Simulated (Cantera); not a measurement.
Input (Python, Cantera):

```python
import numpy as np
import cantera as ct

gas = ct.Solution("h2o2.yaml")
gas.TPX = 1125, 2666, {'H2': 0.026, 'O2': 1}
reactor = ct.IdealGasConstPressureReactor(gas, energy="off", clone=False)
net = ct.ReactorNet([reactor])
net.rtol, net.atol = 1e-08, 1e-18
show = ['H2', 'O2', 'H', 'OH', 'O', 'H2O2', 'H2O']
times = np.geomspace(4e-06, 1, 15)

steps = ct.SolutionArray(gas, extra=["t"])
rows = []
print(f"{'t/s':>10s}{'T/K':>9s}{'P/Pa':>11s}" + "".join(f"{s:>11s}" for s in show))
for t in times:
    while net.time < t:
        t_next = net.step()
        steps.append(gas.state, t=t_next)
    rows.append([np.interp(t, steps.t, y) for y in (steps.T, steps.P, *steps(*show).X.T)])
    print(f"{t:10.3e}{rows[-1][0]:9.1f}{rows[-1][1]:11.4g}" + "".join(f"{x:11.3e}" for x in rows[-1][2:]))
rate = np.gradient(steps.T, steps.t)
print("integrator steps:", len(steps.t))
if steps.T.max() > steps.T[0] + 200:
    print(f"time of steepest temperature rise: {steps.t[rate.argmax()]:.4e} s")
gas.TPX = 1125, 2666, {'H2': 0.026, 'O2': 1}
gas.equilibrate("TP")
print(f"equilibrium (TP): T = {gas.T:.1f} K  " + "  ".join(f"{s} {gas[s].X[0]:.3e}" for s in show))
```

Result:

```
       t/s      T/K       P/Pa         H2         O2          H         OH          O       H2O2        H2O
 4.000e-06   1125.0       2666  2.534e-02  9.747e-01  3.746e-11  2.442e-12  2.467e-12  1.634e-16  4.501e-14
 9.719e-06   1125.0       2666  2.534e-02  9.747e-01  8.374e-11  1.335e-11  1.370e-11  9.664e-16  6.107e-13
 2.362e-05   1125.0       2666  2.534e-02  9.747e-01  1.720e-10  6.644e-11  7.064e-11  5.703e-15  7.660e-12
 5.738e-05   1125.0       2666  2.534e-02  9.747e-01  3.261e-10  2.840e-10  3.281e-10  3.372e-14  8.475e-11
 1.394e-04   1125.0       2666  2.534e-02  9.747e-01  7.191e-10  1.104e-09  1.480e-09  1.995e-13  8.231e-10
 3.388e-04   1125.0       2666  2.534e-02  9.747e-01  3.050e-09  6.064e-09  9.406e-09  1.188e-12  9.182e-09
 8.231e-04   1125.0       2666  2.534e-02  9.747e-01  7.185e-08  1.521e-07  2.472e-07  7.765e-12  3.139e-07
 2.000e-03   1125.0       2666  2.455e-02  9.740e-01  1.342e-04  2.697e-04  4.475e-04  5.653e-09  5.901e-04
 4.860e-03   1125.0       2666  3.474e-04  9.576e-01  2.406e-03  1.535e-03  1.505e-02  1.209e-07  2.309e-02
 1.181e-02   1125.0       2666  1.553e-04  9.639e-01  1.058e-03  1.079e-03  9.533e-03  9.656e-08  2.429e-02
 2.869e-02   1125.0       2666  6.448e-05  9.700e-01  2.798e-04  6.928e-04  3.950e-03  9.098e-08  2.505e-02
 6.971e-02   1125.0       2666  1.746e-05  9.731e-01  4.001e-05  3.624e-04  1.084e-03  7.328e-08  2.543e-02
 1.694e-01   1125.0       2666  3.661e-06  9.740e-01  4.008e-06  1.687e-04  2.334e-04  4.588e-08  2.557e-02
 4.116e-01   1125.0       2666  7.390e-07  9.742e-01  3.817e-07  7.729e-05  4.853e-05  2.200e-08  2.563e-02
 1.000e+00   1125.0       2666  1.651e-07  9.743e-01  4.220e-08  3.717e-05  1.116e-05  8.773e-09  2.565e-02
integrator steps: 1357
equilibrium (TP): T = 1125.0 K  H2 3.864e-10  O2 9.743e-01  H 5.385e-12  OH 1.863e-06  O 2.808e-08  H2O2 4.846e-11  H2O 2.567e-02
```

Model: the H2/O2 subset of GRI-Mech 3.0, which has no nitrogen chemistry, integrated in Cantera. Radical loss at walls, strong at low pressure, is not modelled.
